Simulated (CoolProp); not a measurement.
Computed with CoolProp (reference Helmholtz-energy equation of state, Thol 2019).

### Question
Give the vapour pressure (kPa), enthalpy of vaporisation (kJ/kg), surface tension (mN/m), liquid viscosity (µPa s) of saturated n-pentane at 270.5 K.

### Answer
```
T (K)  p (kPa)  enthalpy of vaporisation (kJ/kg)  surface tension (mN/m)  liquid viscosity (µPa s)
-----  -------  --------------------------------  ----------------------  ------------------------
270.5     21.6                               387                    18.5                       238
```

Viscosity comes from a separate model (Quiñones-Cisneros 2006), older than the equation that it now runs on, and unchecked against measurements. Surface tension comes from a separate correlation (Mulero 2012).
